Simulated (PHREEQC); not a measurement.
Make-up at 56 °C: 0.23 mol H2SO4, 0.17 mol Fe(NO3)3 and 0.096 mol KH2PO4 per kg of water. Closed to the air; pH follows from the charge balance.

Computed with PHREEQC (ion-association model, wateq4f.dat).

| Item | Result |
|---|---|
| pH | 0.69 |
| ionic strength | 0.849 mol/kgw |
| activity of water | 0.979 |
| total alkalinity | -800 meq/kg |

```tsv
species	molality	activity	log γ
NO3-	0.510	0.281	-0.259
H+	0.276	0.203	-0.132
HSO4-	0.142	0.0877	-0.209
K+	0.0940	0.0556	-0.227
FeH2PO4+2	0.0914	0.0163	-0.750
FeHSO4+2	0.0381	0.0124	-0.487
FeSO4+	0.0315	0.0200	-0.197
SO4-2	0.0138	0.00209	-0.820
Fe+3	0.00728	0.000469	-1.191
H3PO4	0.00444	0.00540	0.085
KSO4-	0.00205	0.00134	-0.187
Fe(SO4)2-	0.00135	0.00102	-0.122
```

Precipitation was switched off in this run. The solution is supersaturated, for example in Strengite, Hematite (slow to form), so a real one may precipitate; this is no full list. Ionic strength above about 0.7 mol/kgw puts this run outside the model's range. H3PO4, which wateq4f.dat lacks, is added to it with the constant of phreeqc.dat. Constants without temperature data keep their 25 °C values here.
